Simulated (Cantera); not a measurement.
# Aluminium and copper etching: Al + Cl₂

Charge: 1 mol Al, 2.4 mol Cl₂, equilibrated at 575 °C.

These are equilibrium values from Cantera (NASA tables, ideal gas, pure condensed phases), not measurements of a reactor. Candidate condensed phases: Al, AlCl₃; 8 gas species. The numbers say what is thermodynamically allowed, not how fast it happens.

| P (Pa) | log p Cl₂ | log p AlCl₃ | log p Al₂Cl₆ | log p Cl |
|---|---|---|---|---|
| 1 | -5.33 | -5.28 | -10.47 | -7.23 |
| 4.20 | -4.70 | -4.66 | -9.23 | -6.92 |
| 18 | -4.07 | -4.02 | -7.96 | -6.61 |
| 75 | -3.45 | -3.40 | -6.72 | -6.30 |
| 320 | -2.82 | -2.77 | -5.46 | -5.98 |
| 1300 | -2.21 | -2.17 | -4.25 | -5.68 |
| 5600 | -1.57 | -1.55 | -3.02 | -5.36 |
| 24000 | -0.92 | -0.97 | -1.86 | -5.03 |
| 100000 | -0.27 | -0.48 | -0.88 | -4.71 |
log p: log10 of the partial pressure in bar; nothing condenses.

From 1.00e-5 bar to 1.00 bar nothing is condensed. The main Al-bearing gas is AlCl₃ throughout.
